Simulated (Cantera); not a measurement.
## Pb + H₂ (iron carbonyl, mercury and lead vapours)

Feed: 1 mol Pb, 9.7 mol H₂, at 1423.15 K.

Method: chemical equilibrium by Gibbs-energy minimisation in Cantera with the NASA 1993 tables (ideal gas, pure condensed phases). Candidate condensed phases: Pb; 4 gas species. The numbers say what is thermodynamically allowed, not how fast it happens.

From 10.0 Pa to 60.0 mbar nothing is condensed. From 0.220 bar to 10.0 bar the condensed part is Pb(l). The main Pb-bearing gas is Pb throughout.

```
P (Pa)    x H₂     x Pb       x H    x Pb₂  n Pb(l)
-------  -----  -------  --------  -------  -------
10       0.906   0.0934  0.000633  1.94e-8        0
36       0.906   0.0934  0.000334  7.00e-8        0
130      0.906   0.0934  0.000176  2.53e-7        0
460      0.906   0.0935   9.34e-5  8.94e-7        0
1700     0.906   0.0934   4.86e-5  3.30e-6        0
6000     0.907   0.0934   2.59e-5  1.17e-5        0
22000    0.949   0.0510   1.38e-5  1.27e-5    0.478
77000    0.985   0.0146   7.53e-6  3.64e-6    0.856
280000   0.996  0.00401   3.97e-6  1.00e-6    0.961
1000000  0.999  0.00112   2.10e-6  2.80e-7    0.989
```
x: gas mole fraction; n: condensed amount in mol.
